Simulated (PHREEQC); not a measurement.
Dissolve 0.074 mol/kgw CuSO4, 0.00034 mol/kgw H2SO4 and 0.15 mol/kgw NaCl at 25 °C. Closed to the air; pH follows from the charge balance.

Model: ion-association model, phreeqc.dat, run in PHREEQC.

Each row changes one thing in this solution. No solid was allowed to form.

```
case                                  pH  ionic strength (mol/kgw)  Cl- (mol/kgw)  Na+ (mol/kgw)  Cu+2 (mol/kgw)  SO4-2 (mol/kgw)  SI of Halite (NaCl)
----------------------------------  ----  ------------------------  -------------  -------------  --------------  ---------------  -------------------
as made                             3.59                     0.323          0.145          0.143          0.0444           0.0420                -3.56
NaCl from 0.15 to 0.015 mol/kgw      ___                     0.176         0.0145         0.0141          0.0404           0.0401                -5.52
temperature from 25 to 55 °C        3.76                     0.309            ___          0.142          0.0370           0.0428                  ___
CuSO4 from 0.074 to 0.037 mol/kgw    ___                     0.246          0.147          0.145          0.0247           0.0232                -3.53
CuSO4 from 0.074 to 0.0666 mol/kgw  3.57                     0.308          0.145          0.143          0.0406           0.0384                -3.55
```

Question: Fill in the missing entries.

Answer: 
- NaCl from 0.15 to 0.015 mol/kgw, pH: 3.62
- temperature from 25 to 55 °C, Cl- (mol/kgw): 0.135
- temperature from 25 to 55 °C, SI of Halite (NaCl): -3.63
- CuSO4 from 0.074 to 0.037 mol/kgw, pH: 3.49

Constants without temperature data keep their 25 °C values here.
